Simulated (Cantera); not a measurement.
Input: 1 mol Ti, 2.1 mol O2, equilibrated at 1523.15 K and 0.250 bar.

Method: chemical equilibrium by Gibbs-energy minimisation in Cantera with the NASA 1993 tables (ideal gas, pure condensed phases). Candidate condensed phases: Ti, TiO, TiO2, Ti2O3, Ti3O5, Ti4O7; 6 gas species. Rates play no part.

Base state: O2 1.000, O 1.11e-5 (mole fractions); condensed: TiO2(rutile).

What changes in the equilibrium state with this change: Ti replaced by Ti(OiPr)4?


| species | before | after |
|---|---|---|
| H2 | 0 | 0.630 |
| CO | 0 | 0.369 |
| CH4 | 0 | 0.000229 |
| O2 | 1.000 | <1e-9 |
| H2O | 0 | 8.48e-5 |
| H | 0 | 3.68e-5 |
| CO2 | 0 | 1.85e-5 |
| O | 1.11e-5 | <1e-9 |
| TiO2(rutile), mol | 1.00 | 0 |
| C(graphite), mol | 0 | 2.80 |
| TiC(s), mol | 0 | 1.00 |
The feed counts by its element totals alone. TiC: taken at fixed stoichiometry. Further candidate phases: C, C6H6, C7H8, C8H18, H2O, TiC.
